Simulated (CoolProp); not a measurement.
Vapour-liquid equilibrium of R114 (1) + R113 (2) at 126 kPa; x and y are mole fractions of (1).

Values from CoolProp's multi-fluid Helmholtz-energy mixture model, Platzer 1990 and Marx 1992; pair parameters Bell 2016. This equation is an older, rougher fit; its heat capacities, sound speeds and derivatives of the liquid may be far off and weren't checked against measurements.

Give the bubble temperature and the first vapour's composition at x = 0.35, 0.725, 0.8. Is there an azeotrope?

x = 0.35: 30.8 °C, y = 0.701; x = 0.725: 16.5 °C, y = 0.925; x = 0.8: 14.4 °C, y = 0.950. No azeotrope shows between x = 0.05 and 0.95.

Pair parameters are fitted to limited data, so mixtures are less certain than the pure fluids.
